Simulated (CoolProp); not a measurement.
Vapour-liquid equilibrium of CHF3 (R23) (1) + R22 (2) at 237.6 K; x and y are mole fractions of (1).

Values from CoolProp's multi-fluid Helmholtz-energy mixture model, Penoncello 2003 and Kamei 1995; pair parameters Bell 2016.

| x | bubble pressure (MPa) | y at the bubble point | dew pressure at overall composition x (MPa) | liquid density (mol/L) |
|---|---|---|---|---|
| 0.05 | 0.1715 | 0.275 | 0.1350 | 16.21 |
| 0.2 | 0.2935 | 0.625 | 0.1573 | 16.49 |
| 0.35 | 0.4051 | 0.766 | 0.1884 | 16.76 |
| 0.5 | 0.5069 | 0.845 | 0.2344 | 17.02 |
| 0.65 | 0.6022 | 0.899 | 0.3087 | 17.27 |
| 0.8 | 0.6962 | 0.943 | 0.4444 | 17.51 |
| 0.95 | 0.7952 | 0.986 | 0.7110 | 17.75 |

No azeotrope shows between x = 0.05 and 0.95.

Pair parameters are fitted to limited data, so mixtures are less certain than the pure fluids.
